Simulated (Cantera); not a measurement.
Input: 1 mol Cr, 0.24 mol N₂O, 120 mol H₂, equilibrated at 100 Torr.

Equilibrium computed with Cantera from the NASA thermochemical tables; the gas is ideal and each condensed phase is pure. Candidate condensed phases: Cr, CrN, Cr₂N, Cr₂O₃, H₂O; 29 gas species. Kinetics and transport are ignored.

x: gas mole fraction; n: condensed amount in mol.

```tsv
T (K)	x H₂	x Cr	x H	x N₂	x H₂O	x CrO	x OH	n Cr(s)
1873	0.992	0.00186	0.00176	0.00199	0.00199	…	2.74e-7	0.775
1898	0.991	0.00256	0.00213	0.00199	0.00199	…	3.49e-7	0.691
1923	0.990	0.00348	0.00257	0.00199	0.00198	…	4.42e-7	0.578
1948	0.988	0.00471	0.00308	0.00198	0.00198	…	5.57e-7	0.430
1973	0.986	0.00631	0.00367	0.00198	0.00197	…	6.96e-7	0.234
1998	0.983	0.00822	0.00436	0.00198	0.00196	1.11e-5	8.65e-7	0
2023	0.983	0.00822	0.00516	0.00197	0.00196	1.14e-5	1.07e-6	0
2048	0.982	0.00821	0.00608	0.00197	0.00196	1.17e-5	1.32e-6	0
```

### Question
Some entries are withheld; supply them.

### Answer

- 1873, x CrO: 2.16e-6
- 1898, x CrO: 3.06e-6
- 1923, x CrO: 4.30e-6
- 1948, x CrO: 5.99e-6
- 1973, x CrO: 8.26e-6
